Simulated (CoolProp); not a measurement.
Decamethylcyclopentasiloxane (D5) along the isobar 749 kPa: density (kg/m³) from the reference equation and from simpler models built on Tc = 345.1 °C, pc = 1078 kPa, ω = 0.631; each cubic takes its own stable root.

Computed with CoolProp (reference Helmholtz-energy equation of state, Thol 2019).

```json
[
 {"T (°C)": "65.65", "phase": "liquid", "reference": "911.6", "Redlich-Kwong": "737.5", "Soave-Redlich-Kwong": "784.2", "Peng-Robinson": "880.6"},
 {"T (°C)": "96.85", "phase": "liquid", "reference": "878.5", "Redlich-Kwong": "711.8", "Soave-Redlich-Kwong": "763.2", "Peng-Robinson": "858.2"},
 {"T (°C)": "128.15", "phase": "liquid", "reference": "?", "Redlich-Kwong": "683.6", "Soave-Redlich-Kwong": "739.0", "Peng-Robinson": "832.3"},
 {"T (°C)": "159.35", "phase": "liquid", "reference": "809.7", "Redlich-Kwong": "652.7", "Soave-Redlich-Kwong": "?", "Peng-Robinson": "802.2"},
 {"T (°C)": "190.65", "phase": "liquid", "reference": "772.8", "Redlich-Kwong": "618.0", "Soave-Redlich-Kwong": "?", "Peng-Robinson": "766.4"},
 {"T (°C)": "221.85", "phase": "liquid", "reference": "732.9", "Redlich-Kwong": "578.7", "Soave-Redlich-Kwong": "639.6", "Peng-Robinson": "723.4"},
 {"T (°C)": "253.15", "phase": "liquid", "reference": "687.7", "Redlich-Kwong": "532.2", "Soave-Redlich-Kwong": "591.8", "Peng-Robinson": "669.8"},
 {"T (°C)": "284.35", "phase": "liquid", "reference": "632.8", "Redlich-Kwong": "473.3", "Soave-Redlich-Kwong": "529.8", "Peng-Robinson": "599.3"},
 {"T (°C)": "315.65", "phase": "liquid", "reference": "550.8", "Redlich-Kwong": "90.84", "Soave-Redlich-Kwong": "433.6", "Peng-Robinson": "488.7"},
 {"T (°C)": "346.85", "phase": "gas", "reference": "78.10", "Redlich-Kwong": "76.01", "Soave-Redlich-Kwong": "?", "Peng-Robinson": "78.45"}
]
```

### Question
Some entries are withheld; supply them.

### Answer

- 128.15, reference: 844.6
- 159.35, Soave-Redlich-Kwong: 711.1
- 190.65, Soave-Redlich-Kwong: 678.4
- 346.85, Soave-Redlich-Kwong: 75.85

At some of these states Redlich-Kwong gives the other phase, because its saturation line lies elsewhere.
